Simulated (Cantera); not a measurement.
# Boron, boron nitride and boron oxide: B2O3 + H2O + H2 + O2

Charge: 1 mol B2O3, 1.3 mol H2O, 29 mol H2, 0.086 mol O2, at 2077 °C and 68000 Pa.

Method: chemical equilibrium by Gibbs-energy minimisation in Cantera with the NASA 1993 tables (ideal gas, pure condensed phases). Candidate condensed phases: B, B2O3, B3O3H3, H2O; 23 gas species. Rates play no part.

The x(H2) comes out as 0.891 and the x(H2O) comes out as 0.0369. The x(HBO2) is 0.0355, the x(H) is 0.0143 and the x(HBO) is 0.0134. The x(B2O3) is 0.00571, the x(BO) comes out as 0.00231 and the x(B2O2) is 0.000350. The x(BO2) is 0.000118 and the gas amount comes out as 31.57 mol. The log10 activity of B(s) (absent) is -3.51 and the log10 activity of B(l) (absent) is -3.51.
